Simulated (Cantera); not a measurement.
An isothermal, constant-pressure homogeneous reactor starts with CH4 : H2 = 1 : 1.2 (molar parts), at 1450 K and 540 Torr. Integrator tolerance rtol = 1e-08.

Model: GRI-Mech 3.0 (53 species, 325 reactions), integrated in Cantera. GRI-Mech 3.0 stops at C3 and has no aromatics, soot or wall deposition, so with more carbon than oxygen in the feed, carbon stays in small species such as C2H2 where larger ones or solid carbon would form.

### Question
What does this change do: temperature 1450 to 1325 K?

### Answer
```
quantity                                              before                                      after
-----------------  -----------------------------------------  -----------------------------------------
x(CH4) at 1.00 s         0.335 (gas-phase equilibrium 0.182)        0.448 (gas-phase equilibrium 0.351)
x(H2) at 1.00 s          0.623 (gas-phase equilibrium 0.721)        0.549 (gas-phase equilibrium 0.611)
x(C2H6) at 1.00 s  0.000151 (gas-phase equilibrium 0.000127)  0.000107 (gas-phase equilibrium 0.000312)
x(CH3) at 1.00 s     6.55e-5 (gas-phase equilibrium 4.83e-5)    1.34e-5 (gas-phase equilibrium 1.72e-5)
x(CH2) at 1.00 s   4.86e-10 (gas-phase equilibrium 4.95e-10)  1.29e-11 (gas-phase equilibrium 2.73e-11)
```
